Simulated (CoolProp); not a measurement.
Saturated liquid density (kg/m³) of methanol: the reference equation beside estimates from Tc = 240.2 °C, pc = 8.216 MPa, ω = 0.565. Rackett uses Z = 0.29056 − 0.08775 ω.

Computed with CoolProp (reference Helmholtz-energy equation of state, de Reuck 1993).

```json
[
 {"T (°C)": "118.65", "reference": "689.0", "Rackett": "657.1", "van der Waals": "331.3", "Redlich-Kwong": "473.4", "Soave-Redlich-Kwong": "520.8", "Peng-Robinson": "589.6"},
 {"T (°C)": "128.45", "reference": "676.5", "Rackett": "642.5", "van der Waals": "324.5", "Redlich-Kwong": "461.1", "Soave-Redlich-Kwong": "508.6", "Peng-Robinson": "576.2"},
 {"T (°C)": "138.25", "reference": "663.3", "Rackett": "627.4", "van der Waals": "317.3", "Redlich-Kwong": "448.2", "Soave-Redlich-Kwong": "495.5", "Peng-Robinson": "561.7"},
 {"T (°C)": "148.15", "reference": "649.0", "Rackett": "611.4", "van der Waals": "309.7", "Redlich-Kwong": "434.5", "Soave-Redlich-Kwong": "481.3", "Peng-Robinson": "545.8"},
 {"T (°C)": "157.95", "reference": "633.8", "Rackett": "594.8", "van der Waals": "301.7", "Redlich-Kwong": "420.1", "Soave-Redlich-Kwong": "466.1", "Peng-Robinson": "528.7"},
 {"T (°C)": "167.75", "reference": "617.2", "Rackett": "577.2", "van der Waals": "293.2", "Redlich-Kwong": "404.7", "Soave-Redlich-Kwong": "449.6", "Peng-Robinson": "510.0"},
 {"T (°C)": "177.55", "reference": "599.1", "Rackett": "558.5", "van der Waals": "284.1", "Redlich-Kwong": "388.3", "Soave-Redlich-Kwong": "431.5", "Peng-Robinson": "489.4"},
 {"T (°C)": "187.45", "reference": "578.8", "Rackett": "538.0", "van der Waals": "274.1", "Redlich-Kwong": "370.5", "Soave-Redlich-Kwong": "411.4", "Peng-Robinson": "466.3"},
 {"T (°C)": "197.25", "reference": "556.2", "Rackett": "515.7", "van der Waals": "263.2", "Redlich-Kwong": "351.1", "Soave-Redlich-Kwong": "389.1", "Peng-Robinson": "440.5"},
 {"T (°C)": "207.05", "reference": "529.8", "Rackett": "490.5", "van der Waals": "251.0", "Redlich-Kwong": "329.6", "Soave-Redlich-Kwong": "363.7", "Peng-Robinson": "410.9"}
]
```

Absolute difference from the reference over all 10 rows, mean and median: Rackett 6.2 and 6.3 %, van der Waals 52.4 and 52.4 %, Redlich-Kwong 34.3 and 34.1 %, Soave-Redlich-Kwong 27.2 and 26.8 %, Peng-Robinson 17.5 and 17.0 %.
